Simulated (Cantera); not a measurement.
Feed: 1 mol Si, 0.81 mol NH3, 45 mol H2, at 13.3 mbar.

Cantera equilibrium calculation (NASA polynomials, part measured and part estimated; ideal gas, pure solids and liquids). Candidate condensed phases: Si, Si3N4; 18 gas species. Mutual solubility and eutectic melting of coexisting phases are not modelled. Gases not in the tables: Si2H6 and higher silanes. Rates play no part.

Question: Which condensed phases are stable at each of these points (T (K)): 698, 798, 898, 998, 1098, 1198, 1298, 1398, 1498, 1598, 1698, 1798, 1898?

Answer: 
| T (K) | condensed phases | Si condensed (%) |
|---|---|---|
| 698 | Si(s) + Si3N4(s) | 100.0 |
| 798 | Si(s) + Si3N4(s) | 100.0 |
| 898 | Si(s) + Si3N4(s) | 100.0 |
| 998 | Si(s) + Si3N4(s) | 100.0 |
| 1098 | Si(s) + Si3N4(s) | 100.0 |
| 1198 | Si(s) + Si3N4(s) | 100.0 |
| 1298 | Si(s) + Si3N4(s) | 100.0 |
| 1398 | Si(s) + Si3N4(s) | 100.0 |
| 1498 | Si(s) + Si3N4(s) | 100.0 |
| 1598 | Si(s) | 99.9 |
| 1698 | Si(l) | 99.7 |
| 1798 | Si(l) | 98.6 |
| 1898 | Si(l) | 94.8 |

From 698 K to 1498 K the condensed part is Si(s) + Si3N4(s). At 1598 K the condensed part is Si(s). From 1698 K to 1898 K the condensed part is Si(l).
